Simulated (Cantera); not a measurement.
Input: 1 mol MgCO3, 0.49 mol SO3, 0.092 mol O2, at 1750 K and 44000 Pa.

Equilibrium computed with Cantera from the NASA thermochemical tables; the gas is ideal and each condensed phase is pure. Candidate condensed phases: C, Mg, MgCO3, MgO, MgS, MgSO4, S; 26 gas species. Rates play no part.

Base state: CO2 0.547, SO2 0.267, O2 0.184, SO3 0.000958, CO 0.000232, O 4.84e-5, SO 1.05e-5 (mole fractions); condensed: MgO(s).

Question: What changes in the equilibrium state with this change: temperature from 1750 K to 1148 K?

Answer: 
| species | before | after |
|---|---|---|
| CO2 | 0.547 | 0.900 |
| O2 | 0.184 | 0.0881 |
| SO2 | 0.267 | 0.0106 |
| O | 4.84e-5 | 3.55e-9 |
| CO | 0.000232 | 2.22e-8 |
| MgO(s), mol | 1.00 | 0.523 |
| MgSO4(s), mol | 0 | 0.477 |
Mutual solubility and eutectic melting of coexisting phases are not modelled.

Question: What changes in the equilibrium state with this change: MgCO3 replaced by FeS2?

Answer: 
```csv
species,before,after
SO2,0.267,0.693
S2,<1e-9,0.270
SO,1.05e-5,0.0254
CO2,0.547,0
S2O,<1e-9,0.0121
O2,0.184,2.10e-7
S,<1e-9,0.000384
CO,0.000232,0
O,4.84e-5,5.17e-8
SO3,0.000958,2.65e-6
"MgO(s), mol",1.00,0
"FeS(l), mol",0,1.000
```
FeS: taken at fixed stoichiometry. Further candidate phases: Fe, FeO, FeS, FeSO4, FeS2, Fe2O3, Fe2(SO4)3, Fe3O4.
